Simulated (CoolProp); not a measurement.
Properties of dimethyl ether along the isotherm 324.9 K (Tc = 400.4 K, pc = 5.337 MPa, ω = 0.196).

Values from CoolProp's reference Helmholtz-energy equation of state, Wu 2011.

```csv
p (MPa),phase,Joule-Thomson coefficient (K/MPa),viscosity (µPa s)
0.0422,gas,17.51,9.86
0.0636,gas,17.56,9.87
0.096,gas,17.63,9.88
0.145,gas,17.74,9.90
0.219,gas,17.90,9.93
0.33,gas,18.17,9.97
0.497,gas,18.61,10.0
0.75,gas,19.37,10.1
1.13,gas,20.85,10.2
1.71,liquid,0.01045,103
2.58,liquid,-0.008881,104
3.89,liquid,-0.03496,105
5.86,liquid,-0.06866,107
8.84,liquid,-0.1103,111
13.3,liquid,-0.1582,116
```

Viscosity comes from a separate model (Meng 2012).
